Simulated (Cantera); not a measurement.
**Stirred combustor or abatement burner**

A perfectly stirred reactor is fed with 29.6 % H2, 14.8 % O2, 55.6 % N2, at 12000 Torr; it is adiabatic with a 675 K inlet, and is followed from long to short residence time, starting on the burning branch (τ in s: 0.071, 0.021, 0.0064, 0.0019, 0.00058, 0.00018, 5.3e-05, 1.6e-05, 4.8e-06).

Cantera simulation using the H2/O2 subset of GRI-Mech 3.0, which has no nitrogen chemistry; the numbers are that mechanism's predictions, not measurements. The hydrogen kinetics of GRI-Mech 3.0 are dated; newer H2 mechanisms differ, most at raised pressure. The pressure lies above the range GRI-Mech 3.0 was tuned for (to about 10 atm).

```csv
τ (s),T (K),x H2,x O2,x O,x H2O,x H,x H2O2
0.071,2684,0.0151,0.00541,0.000624,0.323,0.00165,9.68e-7
0.021,2683,0.0151,0.00542,0.000625,0.323,0.00166,9.70e-7
0.0064,2683,0.0152,0.00546,0.000630,0.323,0.00168,9.75e-7
0.0019,2680,0.0155,0.00559,0.000646,0.322,0.00173,9.93e-7
0.00058,2672,0.0164,0.00598,0.000696,0.321,0.00190,1.05e-6
0.00018,2651,0.0186,0.00698,0.000838,0.318,0.00239,1.19e-6
5.3e-5,2602,0.0235,0.00918,0.00123,0.310,0.00374,1.52e-6
1.6e-5,2513,0.0313,0.0128,0.00210,0.297,0.00676,2.09e-6
4.8e-6,2375,0.0420,0.0183,0.00371,0.278,0.0128,2.95e-6
```
x: mole fraction; the columns are a selection and need not sum to one.
